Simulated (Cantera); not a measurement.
A perfectly stirred reactor is fed with H2 : O2 : N2 : H2O = 1 : 0.588 : 4 : 0.12 (molar parts), equivalence ratio 0.85, at 9.87 atm; it is adiabatic with a 475 K inlet, and is followed from long to short residence time, starting on the burning branch (τ in s: 0.15, 0.042, 0.012, 0.0035, 0.001, 0.00029, 8.5e-05, 2.5e-05, 7.1e-06).

Computed with Cantera and GRI-Mech 3.0 (53 species, 325 reactions). The hydrogen kinetics of GRI-Mech 3.0 are dated; newer H2 mechanisms differ, most at raised pressure.

x: mole fraction; the columns are a selection and need not sum to one.

| τ (s) | T (K) | x H2 | x O2 | x H2O | x OH | x HO2 | x N2O |
|---|---|---|---|---|---|---|---|
| 0.15 | 1801 | 7.05e-5 | 0.0168 | 0.215 | 0.000385 | [?] | 3.25e-7 |
| 0.042 | 1801 | 0.000144 | 0.0168 | 0.215 | 0.000491 | [?] | 5.06e-7 |
| 0.012 | 1799 | 0.000314 | 0.0169 | 0.214 | 0.000665 | [?] | 8.05e-7 |
| 0.0035 | 1795 | 0.000692 | 0.0170 | 0.214 | 0.000917 | [?] | 1.09e-6 |
| 0.0010 | 1786 | 0.00154 | 0.0173 | 0.213 | 0.00128 | [?] | 1.14e-6 |
| 0.00029 | 1770 | 0.00329 | 0.0180 | 0.210 | 0.00176 | [?] | 9.70e-7 |
| 8.5e-5 | 1738 | 0.00673 | 0.0195 | 0.206 | 0.00235 | [?] | 7.57e-7 |
| 2.5e-5 | 1674 | 0.0135 | 0.0228 | 0.197 | 0.00283 | [?] | 5.61e-7 |
| 7.1e-6 | 1495 | 0.0379 | 0.0353 | 0.169 | 0.00196 | [?] | 2.88e-7 |

Q: What belongs in the gaps?

A: 
- 0.15, x HO2: 7.83e-7
- 0.042, x HO2: 1.44e-6
- 0.012, x HO2: 3.10e-6
- 0.0035, x HO2: 6.95e-6
- 0.0010, x HO2: 1.54e-5
- 0.00029, x HO2: 3.16e-5
- 8.5e-5, x HO2: 5.87e-5
- 2.5e-5, x HO2: 0.000102
- 7.1e-6, x HO2: 0.000229
